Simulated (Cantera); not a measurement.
**Equilibrium for boron, boron nitride and boron oxide: B + O2 + H2**

Charge: 1 mol B, 0.11 mol O2, a varied amount of H2, at 0.100 bar.

Cantera equilibrium calculation (NASA polynomials, part measured and part estimated; ideal gas, pure solids and liquids). Candidate condensed phases: B, B2O3, B3O3H3, H2O; 23 gas species. Mutual solubility and eutectic melting of coexisting phases are not modelled. Equilibrium is a limit: real reactors are often held back by kinetics, nucleation or transport.

Task: Map the stable condensed phases over T = 750, 800, 850, 900, 950, 1000, 1050, 1100, 1150, 1200, 1250, 1300, 1350, 1400 °C and n(H2) in mol = 1.1, 2.9, 4.7, 6.6, 8.4, 10, 12, 14, 16, 18, 19, 21, 23.

Result: 
```
T in °C \ n(H2) in mol
         1.1 2.9 4.7 6.6 8.4  10  12  14  16  18  19  21  23
   1400    A   B   B   B   B   B   B   B   B   B   B   B   B
   1350    A   A   B   B   B   B   B   B   B   B   B   B   B
   1300    A   A   A   B   B   B   B   B   B   B   B   B   B
   1250    A   A   A   A   A   B   B   B   B   B   B   B   B
   1200    A   A   A   A   A   A   A   B   B   B   B   B   B
   1150    A   A   A   A   A   A   A   A   A   A   B   B   B
   1100    A   A   A   A   A   A   A   A   A   A   A   A   A
   1050    A   A   A   A   A   A   A   A   A   A   A   A   A
   1000    A   A   A   A   A   A   A   A   A   A   A   A   A
    950    A   A   A   A   A   A   A   A   A   A   A   A   A
    900    A   A   A   A   A   A   A   A   A   A   A   A   A
    850    A   A   A   A   A   A   A   A   A   A   A   A   A
    800    A   A   A   A   A   A   A   A   A   A   A   A   A
    750    A   A   A   A   A   A   A   A   A   A   A   A   A
```
A: B + B2O3; B: B.
